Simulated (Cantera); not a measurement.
Input: 1 mol Si(CH3)4, 1.5 mol HCl, 1.5 mol H2, 0.031 mol C2H4, equilibrated at 2450 K and 32.3 Torr.

These are equilibrium values from Cantera (NASA tables, ideal gas, pure condensed phases), not measurements of a reactor. Candidate condensed phases: C, C6H6, C7H8, C8H18, Si, SiC; 109 gas species. The tables' values for SiCl, SiCl3 are old estimates; treat these amounts as uncertain. Gases not in the tables: Si2H6 and higher silanes. Rates play no part.

Base state: H2 0.741, HCl 0.127, H 0.0834, Si 0.0160, Cl 0.0102, SiCl2 0.00711, C2H2 (acetylene) 0.00646, SiC2 0.00359 (mole fractions); condensed: C(graphite) + SiC(s).

### Question
What changes in the equilibrium state with this change: temperature from 2450 K to 975 K?

### Answer
```json
[
 {"species": "H2", "before": "0.741", "after": "0.880"},
 {"species": "HCl", "before": "0.127", "after": "0.0973"},
 {"species": "SiCl4", "before": "1.79e-8", "after": "0.0173"},
 {"species": "H", "before": "0.0834", "after": "5.18e-9"},
 {"species": "Si", "before": "0.0160", "after": "<1e-9"},
 {"species": "Cl", "before": "0.0102", "after": "<1e-9"},
 {"species": "C2H2 (acetylene)", "before": "0.00646", "after": "<1e-9"},
 {"species": "SiC2", "before": "0.00359", "after": "<1e-9"},
 {"species": "SiCl", "before": "0.00247", "after": "<1e-9"},
 {"species": "Si2C", "before": "0.00201", "after": "<1e-9"},
 {"species": "SiH", "before": "0.000816", "after": "<1e-9"},
 {"species": "C(graphite), mol", "before": "3.18", "after": "3.19"},
 {"species": "SiC(s), mol", "before": "0.665", "after": "0.838"}
]
```
The tables' values for SiCl3 are old estimates; treat these amounts as uncertain.
